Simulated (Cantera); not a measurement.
A closed system holds: 1 mol C3H8, 0.27 mol H2O, 0.3 mol N2, 0.84 mol NH3, equilibrated at 2625 K and 1.33 mbar.

These are equilibrium values from Cantera (NASA tables, ideal gas, pure condensed phases), not measurements of a reactor. Candidate condensed phases: C, C6H6, C7H8, C8H18, H2O; 136 gas species. Rates play no part.

**Question.** What is the equilibrium state?

**Answer.** 
| Quantity | Result |
|---|---|
| x(H) | 0.606 |
| x(H2) | 0.272 |
| x(N2) | 0.0681 |
| x(CO) | 0.0287 |
| x(HCN) | 0.0130 |
| x(C2H2 (acetylene)) | 0.00485 |
| x(C3) | 0.00237 |
| x(CN) | 0.00198 |
| x(HNC) | 0.00174 |
| n(C(graphite)) | 2.38 mol |
| gas amount | 9.418 mol |
